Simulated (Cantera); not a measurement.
What does this Cantera script print?

```python
import numpy as np
import cantera as ct

gas_names = [...]  # 115 gases of nasa_gas.yaml made of C, Ca, H, O
cond_names = """
    C(gr) C6H6(L) C7H8(L) C8H18(L),n-octa Ca(a) Ca(b) Ca(L) CaCO3(caL) CaO(s) CaO(L) CaO2H2(s) H2O(s)
    H2O(L)
""".split()


# ... load() reads the species with a 1 bar reference pressure and builds the phases ...
atoms = {
    'CaCO3': {'Ca': 1, 'C': 1, 'O': 3},
    'H2O': {'H': 2, 'O': 1},
    'CO2': {'C': 1, 'O': 2},
}
top_T = {'C(gr)': 4500}  # K; cautious upper limits of use, not melting points


# ... equilibrate(T, P, feed) seeds the gas with the atoms and calls Mixture.equilibrate('TP', solver="vcs", rtol=1e-11, max_steps=5000) ...
results = []
feed = {'CaCO3': 1, 'H2O': 5.1, 'CO2': 0.028}  # mol
P = 1333.22  # Pa
for T in [748, 848, 948, 1048, 1148, 1248, 1348, 1448, 1548, 1648, 1748]:
    mix = equilibrate(T, P, feed)
    results.append((T, P, feed, dict(zip(mix.species_names, mix.species_moles))))

top = {s: max(r[3][s] / sum(r[3][g] for g in gas_names) for r in results) for s in gas_names}
cols = sorted((s for s in top if top[s] > 0.0001), key=lambda s: -top[s])[:6]
seen = [c for c in cond_names if any(r[3].get(c, 0) > 1e-12 for r in results)]
print("log10 of partial pressures in bar; condensed amounts in mol")
print(f"{'T/K':>10s}" + "".join(f"{s[:9]:>10s}" for s in cols + seen))
for T, P, feed, n in results:
    ng = sum(n[g] for g in gas_names)
    print(f"{T:10.4g}" + "".join(f"{np.log10(max(n[s] / ng * P / 1e5, 1e-99)):10.3f}" for s in cols)
          + "".join(f"{n.get(c, 0):10.4g}" for c in seen))
```

Result:

```
log10 of partial pressures in bar; condensed amounts in mol
       T/K       H2O       CO2        H2        O2        CO        OH CaCO3(caL    CaO(s)
       748    -1.877    -4.138   -10.753   -11.055   -13.807   -12.828         1         0
       848    -1.922    -2.868    -9.434    -9.723   -10.871   -11.182    0.4516    0.5484
       948    -1.955    -2.650    -8.395    -8.656    -9.348    -9.877         0         1
      1048    -1.955    -2.650    -7.532    -7.775    -8.302    -8.802         0         1
      1148    -1.955    -2.650    -6.820    -7.043    -7.443    -7.913         0         1
      1248    -1.955    -2.650    -6.222    -6.424    -6.725    -7.165         0         1
      1348    -1.955    -2.651    -5.713    -5.894    -6.117    -6.527         0         1
      1448    -1.955    -2.651    -5.274    -5.435    -5.595    -5.977         0         1
      1548    -1.956    -2.652    -4.892    -5.034    -5.143    -5.498         0         1
      1648    -1.957    -2.655    -4.556    -4.682    -4.748    -5.077         0         1
      1748    -1.959    -2.660    -4.259    -4.371    -4.402    -4.705         0    0.9999
```

Equilibrium computed with Cantera from the NASA thermochemical tables; the gas is ideal and each condensed phase is pure.
